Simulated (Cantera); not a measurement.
**Equilibrium for sublimation and decomposition of ceramics: Si₃N₄ + H₂**

A closed system holds: 1 mol Si₃N₄, 8.6 mol H₂, at 3.70e-5 bar.

Method: chemical equilibrium by Gibbs-energy minimisation in Cantera with the NASA 1993 tables (ideal gas, pure condensed phases). Candidate condensed phases: Si, Si₃N₄; 18 gas species. The tables' values for SiN are old estimates; treat these amounts as uncertain. Gases not in the tables: Si₂H₆ and higher silanes. Rates play no part.

At 1500 K the condensed part is Si(s). At 1700 K the condensed part is Si(l). From 1900 K to 2900 K nothing is condensed. The main Si-bearing gas is Si throughout.

```csv
T (K),x H₂,x H,x Si,x N₂,x Si₂,x SiH,x N,n Si(s),n Si(l)
1500,0.809,0.00260,0.000284,0.188,3.64e-7,4.99e-6,4.33e-12,3.00,0
1700,0.777,0.0214,0.0183,0.183,8.04e-5,0.000152,3.91e-10,0,2.79
1900,0.554,0.0971,0.207,0.140,0.00101,0.000812,1.22e-8,0,0
2100,0.376,0.314,0.185,0.124,0.000124,0.000375,2.07e-7,0,0
2300,0.142,0.600,0.154,0.103,1.82e-5,0.000130,2.06e-6,0,0
2500,0.0317,0.736,0.139,0.0929,4.04e-6,3.99e-5,1.46e-5,0,0
2700,0.00673,0.766,0.136,0.0906,1.27e-6,1.35e-5,8.05e-5,0,0
2900,0.00167,0.773,0.135,0.0900,4.79e-7,5.25e-6,0.000353,0,0
```
x: gas mole fraction; n: condensed amount in mol.
